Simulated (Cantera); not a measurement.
## Moist CO burnout

An isothermal, constant-pressure homogeneous reactor starts with CO : O2 : H2O : N2 = 0.0059 : 0.0027 : 0.00021 : 1 (molar parts), equivalence ratio 1.1, at 850 K and 90.0 Torr.

Computed with Cantera and GRI-Mech 3.0 (53 species, 325 reactions).

| t (s) | x CO | x O2 | x H2O | x OH | x NO |
|---|---|---|---|---|---|
| 4.00e-5 | 0.00585 | 0.00268 | 0.000208 | <1e-12 | <1e-12 |
| 0.000232 | 0.00585 | 0.00268 | 0.000208 | <1e-12 | <1e-12 |
| 0.00135 | 0.00585 | 0.00268 | 0.000208 | <1e-12 | <1e-12 |
| 0.00783 | 0.00585 | 0.00268 | 0.000208 | <1e-12 | <1e-12 |
| 0.0455 | 0.00585 | 0.00268 | 0.000208 | <1e-12 | <1e-12 |
| 0.264 | 0.00585 | 0.00268 | 0.000208 | <1e-12 | <1e-12 |
| 1.53 | 0.00585 | 0.00268 | 0.000208 | <1e-12 | <1e-12 |
| 8.90 | 0.00585 | 0.00268 | 0.000208 | <1e-12 | <1e-12 |
| 51.7 | 0.00582 | 0.00266 | 0.000208 | 5.49e-10 | <1e-12 |
| 300 | 0.000465 | 1.89e-9 | 0.000177 | 2.97e-9 | 1.30e-8 |
x: mole fraction; the columns are a selection and need not sum to one.

Equilibrium at this temperature and pressure: CO 0.000454, O2 <1e-12, H2O 0.000166, OH <1e-12, NO <1e-12 (gas phase only).
